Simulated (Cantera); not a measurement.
Moist CO burnout

An isothermal, constant-pressure homogeneous reactor starts with 0.229 % CO, 0.358 % O2, 0.0199 % H2O, 99.4 % N2, at 1350 K and 1000000 Pa.

Model: GRI-Mech 3.0 (53 species, 325 reactions), integrated in Cantera.

```json
[
 {"t (s)": "0.000700", "x CO": "0.00229", "x O2": "0.00358", "x H2O": "0.000199", "x NO2": "<1e-12", "x O": "4.12e-8"},
 {"t (s)": "0.00157", "x CO": "0.00228", "x O2": "0.00358", "x H2O": "0.000199", "x NO2": "<1e-12", "x O": "6.20e-7"},
 {"t (s)": "0.00352", "x CO": "0.00215", "x O2": "0.00351", "x H2O": "0.000195", "x NO2": "2.38e-10", "x O": "1.09e-5"},
 {"t (s)": "0.00788", "x CO": "0.00161", "x O2": "0.00324", "x H2O": "0.000195", "x NO2": "5.88e-9", "x O": "1.04e-5"},
 {"t (s)": "0.0177", "x CO": "0.000884", "x O2": "0.00287", "x H2O": "0.000196", "x NO2": "3.00e-8", "x O": "6.95e-6"},
 {"t (s)": "0.0396", "x CO": "0.000285", "x O2": "0.00257", "x H2O": "0.000197", "x NO2": "8.13e-8", "x O": "3.21e-6"},
 {"t (s)": "0.0888", "x CO": "4.11e-5", "x O2": "0.00246", "x H2O": "0.000198", "x NO2": "1.16e-7", "x O": "8.74e-7"},
 {"t (s)": "0.199", "x CO": "2.69e-6", "x O2": "0.00244", "x H2O": "0.000199", "x NO2": "6.43e-8", "x O": "1.52e-7"},
 {"t (s)": "0.446", "x CO": "1.62e-7", "x O2": "0.00244", "x H2O": "0.000199", "x NO2": "1.76e-8", "x O": "2.74e-8"},
 {"t (s)": "1.00", "x CO": "1.47e-8", "x O2": "0.00244", "x H2O": "0.000199", "x NO2": "6.20e-9", "x O": "8.83e-9"}
]
```
x: mole fraction; the columns are a selection and need not sum to one.

Equilibrium at this temperature and pressure: CO 5.96e-9, O2 0.00240, H2O 0.000199, NO2 1.97e-7, O 6.59e-9 (gas phase only).
